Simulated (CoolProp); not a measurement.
Computed with CoolProp (reference Helmholtz-energy equation of state, Gao 2016).

Give the vapour pressure (MPa), liquid density (kg/m³), liquid cp (kJ/(kg K)) of saturated sulfur dioxide at 294.2, 314.7 K.


```csv
T (K),p (MPa),liquid density (kg/m³),liquid cp (kJ/(kg K))
294.2,0.343,1380,1.39
314.7,0.660,1320,1.42
```
